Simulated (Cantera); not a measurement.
Standard-state values (1 bar) from the NASA 1993 polynomials, evaluated with Cantera. Values are per mole of reaction as written; species without (g) are pure solids or liquids, kept so even where they would boil at 1 bar. TaC: taken at fixed stoichiometry.

Q: Between 300 and 2973 K, where is each reaction favourable under standard conditions?
- 3 NH3(g) + 9 TaC → C6H6(g) + 3 HCN(g) + 9 Ta

A: 
- 3 NH3(g) + 9 TaC → C6H6(g) + 3 HCN(g) + 9 Ta: ΔG° is 1836 kJ at 300 K and 1161 kJ at 2973 K; it stays positive (K < 1). ΔH° is 1847 kJ and ΔS° 231 J/K at 2973 K.
